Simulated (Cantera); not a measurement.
An isothermal, constant-pressure homogeneous reactor starts with N₂O : H₂O = 1 : 0.0092 (molar parts), at 1425 K and 668 Torr.

Detailed kinetics in Cantera: GRI-Mech 3.0 (53 species, 325 reactions). GRI-Mech 3.0 was tuned for natural gas; its chemistry of N2O as a main component is partial and can be far from experiment. The temperature is held fixed by assumption; the heat of reaction is taken as removed at once.

Q: Predict: x(N₂O) at 200 s; x(H₂O) at 200 s; x(O₂) at 200 s; x(NO) at 200 s; x(H₂) at 200 s.

A: 
```
Quantity                                           Value
---------------  ---------------------------------------
x(N₂O) at 200 s  2.49e-6 (gas-phase equilibrium 5.23e-8)
x(H₂O) at 200 s  0.00609 (gas-phase equilibrium 0.00609)
x(O₂) at 200 s       0.285 (gas-phase equilibrium 0.331)
x(NO) at 200 s   0.0909 (gas-phase equilibrium 0.000962)
x(H₂) at 200 s   8.02e-9 (gas-phase equilibrium 7.44e-9)
```
